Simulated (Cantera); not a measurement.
A Cantera script and its output.

```python
import numpy as np
import cantera as ct

gas = ct.Solution("gri30.yaml")
gas.TPX = 1700, 130, {'C2H4': 1, 'H2': 28}
reactor = ct.IdealGasConstPressureReactor(gas, energy="off", clone=False)
net = ct.ReactorNet([reactor])
net.rtol, net.atol = 1e-08, 1e-18
show = ['C2H4', 'H2', 'CH2', 'C2H2', 'CH3', 'CH4']
times = np.geomspace(0.0003, 30, 13)

steps = ct.SolutionArray(gas, extra=["t"])
rows = []
print(f"{'t/s':>10s}{'T/K':>9s}{'P/Pa':>11s}" + "".join(f"{s:>11s}" for s in show))
for t in times:
    while net.time < t:
        t_next = net.step()
        steps.append(gas.state, t=t_next)
    rows.append([np.interp(t, steps.t, y) for y in (steps.T, steps.P, *steps(*show).X.T)])
    print(f"{t:10.3e}{rows[-1][0]:9.1f}{rows[-1][1]:11.4g}" + "".join(f"{x:11.3e}" for x in rows[-1][2:]))
rate = np.gradient(steps.T, steps.t)
print("integrator steps:", len(steps.t))
if steps.T.max() > steps.T[0] + 200:
    print(f"time of steepest temperature rise: {steps.t[rate.argmax()]:.4e} s")
gas.TPX = 1700, 130, {'C2H4': 1, 'H2': 28}
gas.equilibrate("TP")
print(f"equilibrium (TP): T = {gas.T:.1f} K  " + "  ".join(f"{s} {gas[s].X[0]:.3e}" for s in show))
```

Output:

```
       t/s      T/K       P/Pa       C2H4         H2        CH2       C2H2        CH3        CH4
 3.000e-04   1700.0        130  3.445e-02  9.655e-01  2.933e-13  3.353e-05  4.949e-12  9.137e-13
 7.830e-04   1700.0        130  3.439e-02  9.655e-01  1.787e-12  8.748e-05  4.327e-11  2.219e-11
 2.044e-03   1700.0        130  3.425e-02  9.655e-01  8.134e-12  2.280e-04  2.085e-10  3.404e-10
 5.335e-03   1700.0        130  3.387e-02  9.655e-01  2.707e-11  5.927e-04  5.503e-10  2.981e-09
 1.392e-02   1700.0        130  3.290e-02  9.656e-01  7.498e-11  1.531e-03  9.085e-10  1.642e-08
 3.635e-02   1700.0        130  3.046e-02  9.656e-01  1.855e-10  3.886e-03  1.121e-09  6.396e-08
 9.487e-02   1700.0        130  2.475e-02  9.658e-01  3.828e-10  9.409e-03  1.390e-09  2.142e-07
 2.476e-01   1700.0        130  1.381e-02  9.662e-01  4.894e-10  1.998e-02  1.722e-09  6.412e-07
 6.463e-01   1700.0        130  2.452e-03  9.665e-01  1.817e-10  3.096e-02  2.449e-09  1.298e-06
 1.687e+00   1700.0        130  1.348e-05  9.665e-01  3.774e-12  3.332e-02  5.950e-09  1.499e-06
 4.403e+00   1700.0        130  4.650e-06  9.662e-01  1.080e-11  3.332e-02  1.584e-08  1.512e-06
 1.149e+01   1700.0        130  3.098e-06  9.654e-01  5.994e-11  3.331e-02  4.187e-08  1.592e-06
 3.000e+01   1700.0        130  2.321e-06  9.640e-01  3.397e-10  3.328e-02  1.157e-07  2.044e-06
integrator steps: 781
equilibrium (TP): T = 1700.0 K  C2H4 2.012e-06  H2 9.627e-01  CH2 1.045e-08  C2H2 3.325e-02  CH3 2.414e-06  CH4 2.840e-05
```

Model: GRI-Mech 3.0 (53 species, 325 reactions), integrated in Cantera. GRI-Mech 3.0 was tuned for natural gas; its chemistry of ethylene as a main component is partial and can be far from experiment. GRI-Mech 3.0 stops at C3 and has no aromatics, soot or wall deposition, so with more carbon than oxygen in the feed, carbon stays in small species such as C2H2 where larger ones or solid carbon would form. Radical loss at walls, strong at low pressure, is not modelled.
